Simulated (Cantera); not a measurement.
A perfectly stirred reactor is fed with CH₄ : O₂ : N₂ = 0.02 : 0.02 : 1 (molar parts), at 1000000 Pa; it is held at 1100 K, and followed from long to short residence time.

Cantera simulation using GRI-Mech 3.0 (53 species, 325 reactions); the numbers are that mechanism's predictions, not measurements. The temperature is held fixed by assumption; the heat of reaction is taken as removed at once.

x: mole fraction; the columns are a selection and need not sum to one.

```
τ (s)     x CH₄     x O₂    x CH₃    x C₂H₄       x N₂O
------  -------  -------  -------  --------  ----------
0.53    0.00800  0.00392  1.70e-6  0.000366  (withheld)
0.26    0.00872  0.00540  2.22e-6  0.000372  (withheld)
0.13    0.00987  0.00744  2.84e-6  0.000369  (withheld)
0.062    0.0120   0.0108  3.53e-6  0.000339  (withheld)
0.030    0.0192   0.0192  2.75e-7   5.47e-8    4.34e-11
0.015    0.0192   0.0192  2.26e-7   1.28e-8    1.50e-11
0.0072   0.0192   0.0192  1.86e-7   3.43e-9    5.61e-12
0.0035   0.0192   0.0192  1.39e-7  8.46e-10    2.16e-12
0.0017   0.0192   0.0192  8.01e-8  1.30e-10      <1e-12
```

Q: What belongs in the gaps?

A: 
- 0.53, x N₂O: 3.41e-8
- 0.26, x N₂O: 2.91e-8
- 0.13, x N₂O: 2.25e-8
- 0.062, x N₂O: 1.41e-8
